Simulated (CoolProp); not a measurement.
Vapour-liquid equilibrium of R134a (1) + R142b (2) at 399 kPa; x and y are mole fractions of (1).

The numbers come from the multi-fluid Helmholtz-energy mixture model, Tillner-Roth 1994 and Lemmon 2006; pair parameters Bell 2016 in CoolProp.

| x | bubble temperature (K) | y at the bubble point | dew temperature at overall composition x (K) | liquid density (mol/L) |
|---|---|---|---|---|
| 0.05 | 301.7 | 0.098 | 302.7 | 11.00 |
| 0.125 | 299.0 | 0.226 | 301.1 | 11.11 |
| 0.2 | 296.6 | 0.336 | 299.5 | 11.23 |
| 0.275 | 294.4 | 0.430 | 297.9 | 11.34 |
| 0.35 | 292.5 | 0.513 | 296.3 | 11.45 |
| 0.425 | 290.8 | 0.586 | 294.6 | 11.55 |
| 0.5 | 289.3 | 0.651 | 292.8 | 11.66 |
| 0.575 | 287.9 | 0.711 | 291.1 | 11.76 |
| 0.65 | 286.6 | 0.766 | 289.3 | 11.87 |
| 0.725 | 285.5 | 0.818 | 287.6 | 11.98 |
| 0.8 | 284.4 | 0.868 | 285.9 | 12.09 |
| 0.875 | 283.5 | 0.917 | 284.3 | 12.20 |
| 0.95 | 282.6 | 0.967 | 282.9 | 12.32 |

No azeotrope shows between x = 0.05 and 0.95.

Pair parameters are fitted to limited data, so mixtures are less certain than the pure fluids.
